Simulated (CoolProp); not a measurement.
Hexamethyldisiloxane (MM) along the isobar 0.524 MPa: fugacity coefficient from the reference equation and from simpler models built on Tc = 518.7 K, pc = 1.931 MPa, ω = 0.418; each cubic takes its own stable root.

The numbers come from the reference Helmholtz-energy equation of state, Thol 2016 in CoolProp.

| T (K) | phase | reference |
|---|---|---|
| 457 | gas | 0.8506 |
| 473.3 | gas | 0.8681 |
| 489.6 | gas | 0.8829 |
| 505.9 | gas | 0.8956 |
| 522.2 | gas | 0.9067 |
| 538.5 | gas | 0.9164 |
| 554.8 | gas | 0.9249 |
| 571.1 | gas | 0.9324 |
| 587.4 | gas | 0.9391 |
| 603.7 | gas | 0.9451 |
| 620 | gas | 0.9504 |

### Question
How far does each simpler model (van der Waals, Redlich-Kwong, Peng-Robinson) lie from the reference over these 11 states: mean and median of the absolute difference, and the worst?

### Answer
- van der Waals: mean 1.6 %, median 1.1 %, worst +4.8 % at 457 K and 0.524 MPa
- Redlich-Kwong: mean 0.7 %, median 0.4 %, worst +2.2 % at 457 K and 0.524 MPa
- Peng-Robinson: mean 0.4 %, median 0.4 %, worst -0.5 % at 505.9 K and 0.524 MPa
